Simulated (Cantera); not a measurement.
Feed: 1 mol trisilylamine, 1.7 mol N2.

These are equilibrium values from Cantera (NASA tables, ideal gas, pure condensed phases), not measurements of a reactor. Candidate condensed phases: Si, Si3N4; 18 gas species. The feed counts by its element totals alone. Mutual solubility and eutectic melting of coexisting phases are not modelled. Kinetics and transport are ignored.

Stable condensed phases, one row left out:

```
T in K \ P in Pa
              5     26    140    710   3700  19000 100000
   1773       A      A      A      A      B      C      C
   1698       A      A      A      B      C      C      C
   1623       A      A      B      B      C      C      C
   1548       A      A      B      C      C      C      C
   1473       A      B      C      C      C      C      C
   1398       B      C      C      C      C      C      C
   1248       C      C      C      C      C      C      C
   1173       C      C      C      C      C      C      C
   1098       C      C      C      C      C      C      C
   1023       C      C      C      C      C      C      C
```

A: Si; B: Si + Si3N4; C: Si3N4.

Q: Give the row for 1323 K.

A: 5: Si3N4; 26: Si3N4; 140: Si3N4; 710: Si3N4; 3700: Si3N4; 19000: Si3N4; 100000: Si3N4.
